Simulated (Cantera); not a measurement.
Feed: 1 mol Si2H6, 0.24 mol Cl2, 28 mol H2, at 1352 °C and 420 Torr.

Equilibrium computed with Cantera from the NASA thermochemical tables; the gas is ideal and each condensed phase is pure. Candidate condensed phases: Si; 19 gas species. The feed counts by its element totals alone. Equilibrium is a limit: real reactors are often held back by kinetics, nucleation or transport.

Base state: H2 0.985, HCl 0.0139, SiCl2 0.000690, H 9.36e-5 (mole fractions); condensed: Si(s).

What changes in the equilibrium state with this change: H2 from 28 to 18 mol?


```tsv
species	before	after
H2	0.985	0.979
HCl	0.0139	0.0197
SiCl2	0.000690	0.00139
SiCl3	8.62e-6	2.46e-5
SiH2Cl2	5.13e-6	1.02e-5
H	9.36e-5	9.33e-5
Si(s), mol	1.98	1.97
```
The tables' values for SiCl3 are old estimates; treat these amounts as uncertain.
